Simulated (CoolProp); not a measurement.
Vapour-liquid equilibrium of CHF3 (R23) (1) + R11 (2) at -23.55 °C; x and y are mole fractions of (1).

Values from CoolProp's multi-fluid Helmholtz-energy mixture model, Penoncello 2003 and Jacobsen 1992; pair parameters Bell 2016.

| x | bubble pressure (bar) | y at the bubble point | dew pressure at overall composition x (bar) | liquid density (mol/L) |
|---|---|---|---|---|
| 0.05 | 1.906 | 0.930 | 0.1377 | 11.77 |
| 0.2 | 6.254 | 0.978 | 0.1636 | 12.47 |
| 0.35 | 8.701 | 0.984 | 0.2015 | 13.21 |
| 0.5 | 9.656 | 0.986 | 0.2621 | 13.98 |
| 0.65 | 10.02 | 0.986 | 0.3749 | 14.79 |
| 0.8 | 10.56 | 0.988 | 0.6581 | 15.65 |
| 0.95 | 11.80 | 0.995 | 2.692 | 16.60 |

No azeotrope shows between x = 0.05 and 0.95.

The pair parameters rest on a limited set of measurements; away from them the model extrapolates. With so large a gap from Raoult's law the liquid may split in two, which this calculation doesn't test in full.
